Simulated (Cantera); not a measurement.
An adiabatic, constant-volume homogeneous reactor starts with CH4 : O2 : N2 = 1 : 1.54 : 14.6 (molar parts), at 1800 K and 10.0 bar. Integrator tolerance rtol = 1e-08.

Cantera simulation using GRI-Mech 3.0 (53 species, 325 reactions); the numbers are that mechanism's predictions, not measurements.

Question: What does this change do: pressure from 10.0 bar to 3.00 bar?

Answer: 
```
quantity                                                              before                                    after
---------------------------------  -----------------------------------------  ---------------------------------------
time of steepest temperature rise                                    33.5 µs                                  82.8 µs
temperature at 0.200 s                                                2784 K                                   2739 K
equilibrium temperature                                               2784 K                                   2739 K
x(CH4) at 0.200 s                    <1e-12 (gas-phase equilibrium 1.11e-12)    <1e-12 (gas-phase equilibrium <1e-12)
x(O2) at 0.200 s                   0.000500 (gas-phase equilibrium 0.000500)  0.00101 (gas-phase equilibrium 0.00101)
x(C2H6) at 0.200 s                     <1e-12 (gas-phase equilibrium <1e-12)    <1e-12 (gas-phase equilibrium <1e-12)
x(HCN) at 0.200 s                    3.45e-8 (gas-phase equilibrium 3.45e-8)  1.15e-8 (gas-phase equilibrium 1.15e-8)
x(C2H) at 0.200 s                      <1e-12 (gas-phase equilibrium <1e-12)    <1e-12 (gas-phase equilibrium <1e-12)
x(HCO) at 0.200 s                    1.51e-7 (gas-phase equilibrium 1.51e-7)  7.70e-8 (gas-phase equilibrium 7.70e-8)
```
